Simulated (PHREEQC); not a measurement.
A solution holds 0.0011 mol/kgw HF, 0.0092 mol/kgw KF and 0.00013 mol/kgw H2SiF6, at 25 °C. Closed to the air; pH follows from the charge balance.

Computed with PHREEQC (ion-association model, phreeqc.dat).

This is a speciation only: nothing precipitates in the calculation.

Q: Estimate the pH.

A: pH 4.00.

Q: In which forms is Si present?

A: SiF6-2 98 %, H4SiO4 1.5 % of the Si.

Species that the database lacks are ignored. SiF6-2 is the database's only silicon fluoride.
